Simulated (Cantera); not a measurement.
A closed system holds: 1 mol B₂H₆, 4.6 mol H₂O, a varied amount of H₂, held at 1550 K and 13.3 mbar.

Equilibrium computed with Cantera from the NASA thermochemical tables; the gas is ideal and each condensed phase is pure. Candidate condensed phases: B, B₂O₃, B₃O₃H₃, H₂O; 23 gas species. The feed counts by its element totals alone. Gases not in the tables: H₃BO₃. Rates play no part.

Problem. Which condensed phases are stable at each of these points (n(H₂) (mol)): 0.57, 1.2, 2.4, 4.8, 9.8, 20, 41, 82?

Solution. 
```json
[
 {"n(H₂) (mol)": "0.57", "condensed phases": "B₂O₃(l)", "B condensed (%)": "46.0"},
 {"n(H₂) (mol)": "1.2", "condensed phases": "B₂O₃(l)", "B condensed (%)": "44.2"},
 {"n(H₂) (mol)": "2.4", "condensed phases": "B₂O₃(l)", "B condensed (%)": "41.0"},
 {"n(H₂) (mol)": "4.8", "condensed phases": "B₂O₃(l)", "B condensed (%)": "35.1"},
 {"n(H₂) (mol)": "9.8", "condensed phases": "B₂O₃(l)", "B condensed (%)": "24.6"},
 {"n(H₂) (mol)": "20", "condensed phases": "B₂O₃(l)", "B condensed (%)": "7.2"},
 {"n(H₂) (mol)": "41", "condensed phases": "gas only", "B condensed (%)": "0.0"},
 {"n(H₂) (mol)": "82", "condensed phases": "gas only", "B condensed (%)": "0.0"}
]
```

From 0.57 mol H₂ to 20 mol H₂ the condensed part is B₂O₃(l). From 41 mol H₂ to 82 mol H₂ nothing is condensed.
